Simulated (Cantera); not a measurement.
An adiabatic, constant-pressure homogeneous reactor starts with CH3OH : O2 : N2 : H2O = 1 : 0.714 : 2.69 : 0.027 (molar parts), equivalence ratio 2.1, at 1148 K and 750 Torr.

Detailed kinetics in Cantera: GRI-Mech 3.0 (53 species, 325 reactions). GRI-Mech 3.0 was tuned for natural gas; its chemistry of methanol as a main component is partial and can be far from experiment.

Question: Predict: time of steepest temperature rise; temperature at 0.200 s; equilibrium temperature; x(O2) at 0.200 s; x(HO2) at 0.200 s; x(H2) at 0.200 s; x(O) at 0.200 s.

Answer: 
| Property | Result |
|---|---|
| time of steepest temperature rise | 19.6 ms |
| temperature at 0.200 s | 2279 K |
| equilibrium temperature | 2279 K |
| x(O2) at 0.200 s | 8.37e-6 (gas-phase equilibrium 8.37e-6) |
| x(HO2) at 0.200 s | 5.60e-9 (gas-phase equilibrium 5.60e-9) |
| x(H2) at 0.200 s | 0.137 (gas-phase equilibrium 0.137) |
| x(O) at 0.200 s | 1.28e-5 (gas-phase equilibrium 1.28e-5) |
